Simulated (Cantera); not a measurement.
An adiabatic, constant-pressure homogeneous reactor starts with H₂ : O₂ : N₂ : H₂O = 1 : 0.595 : 2.24 : 0.61 (molar parts), at 1275 K and 9.80 bar. Integrator tolerance rtol = 1e-08.

Detailed kinetics in Cantera: the H2/O2 subset of GRI-Mech 3.0, which has no nitrogen chemistry. The hydrogen kinetics of GRI-Mech 3.0 are dated; newer H2 mechanisms differ, most at raised pressure.

What does this change do: initial temperature 1275 to 950 K?


| quantity | before | after |
|---|---|---|
| time of steepest temperature rise | 67.6 µs | 36.7 ms |
| temperature at 1.00 s | 2646 K | 2434 K |
| equilibrium temperature | 2646 K | 2434 K |
| x(H₂) at 1.00 s | 0.00922 (gas-phase equilibrium 0.00922) | 0.00357 (gas-phase equilibrium 0.00357) |
| x(O₂) at 1.00 s | 0.0245 (gas-phase equilibrium 0.0245) | 0.0237 (gas-phase equilibrium 0.0237) |
| x(H₂O) at 1.00 s | 0.387 (gas-phase equilibrium 0.387) | 0.399 (gas-phase equilibrium 0.399) |
| x(H₂O₂) at 1.00 s | 1.80e-6 (gas-phase equilibrium 1.80e-6) | 1.17e-6 (gas-phase equilibrium 1.17e-6) |
| x(OH) at 1.00 s | 0.0145 (gas-phase equilibrium 0.0145) | 0.00767 (gas-phase equilibrium 0.00767) |
| x(H) at 1.00 s | 0.00142 (gas-phase equilibrium 0.00142) | 0.000359 (gas-phase equilibrium 0.000359) |
| x(O) at 1.00 s | 0.00144 (gas-phase equilibrium 0.00144) | 0.000513 (gas-phase equilibrium 0.000513) |
